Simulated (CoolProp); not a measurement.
Vapour-liquid equilibrium of R125 (1) + R236FA (2) at 290.7 K; x and y are mole fractions of (1).

Model: multi-fluid Helmholtz-energy mixture model, Lemmon 2005 and Pan 2012; pair parameters Bell 2016, in CoolProp.

| x | bubble pressure (MPa) | y at the bubble point | dew pressure at overall composition x (MPa) | liquid density (mol/L) |
|---|---|---|---|---|
| 0.05 | … | 0.192 | 0.2199 | 9.178 |
| 0.2 | 0.3765 | 0.522 | 0.2537 | 9.384 |
| 0.35 | 0.5045 | 0.695 | 0.2993 | 9.586 |
| 0.5 | 0.6367 | 0.803 | 0.3644 | … |
| 0.65 | 0.7740 | 0.879 | … | 9.963 |
| 0.8 | 0.9184 | … | 0.6320 | 10.12 |
| 0.95 | 1.072 | 0.985 | 0.9555 | 10.24 |

Task: What belongs in the gaps?

Result: 
- 0.05, bubble pressure (MPa): 0.2515
- 0.5, liquid density (mol/L): 9.782
- 0.65, dew pressure at overall composition x (MPa): 0.4638
- 0.8, y at the bubble point: 0.937

No azeotrope shows between x = 0.05 and 0.95.

The pair parameters rest on a limited set of measurements; away from them the model extrapolates.
